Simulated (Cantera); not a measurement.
Equilibrium for silicon oxide and oxynitride deposition: Si2H6 + CO2 + N2 + NO

Input: 1 mol Si2H6, 0.15 mol CO2, 50 mol N2, 4 mol NO, equilibrated at 723.15 K and 0.000100 bar.

These are equilibrium values from Cantera (NASA tables, ideal gas, pure condensed phases), not measurements of a reactor. Candidate condensed phases: C, C6H6, C7H8, C8H18, H2O, Si, SiC, SiO2, Si2N2O, Si3N4; 151 gas species. The feed counts by its element totals alone. Rates play no part.

- x(N2): 0.943
- x(H2): 0.0523
- x(H2O): 0.00208
- x(CO): 0.00208
- x(CO2): 0.000635
- n(SiO2(α-quartz)): 2.00 mol
- gas amount: 55.15 mol
- log10 activity of C(graphite) (absent): -2.97
- log10 activity of Si(s) (absent): -23.49
